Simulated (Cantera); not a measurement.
A perfectly stirred reactor is fed with CH4 : O2 : N2 = 1 : 1.33 : 5.01 (molar parts), equivalence ratio 1.5, at 3230 Torr; it is adiabatic with a 348 K inlet, and is followed from long to short residence time, starting on the burning branch (τ in s: 0.25, 0.11, 0.045, 0.019, 0.0083, 0.0035, 0.0015, 0.00065, 0.00028, 0.00012, 5.1e-05).

Detailed kinetics in Cantera: GRI-Mech 3.0 (53 species, 325 reactions).

One state of this run: T (K) = 1944; x CH4 = 0.00710; x O2 = 0.00286; x C2H4 = 0.000173; x C2H6 = 2.23e-5; x N2O = 7.20e-9. x: mole fraction; the columns are a selection and need not sum to one.

### Question
Which value of τ (s) does it belong to?
(A) 0.045
(B) 0.00028
(C) 0.0035
(D) 5.1e-5

### Answer
C, 0.0035
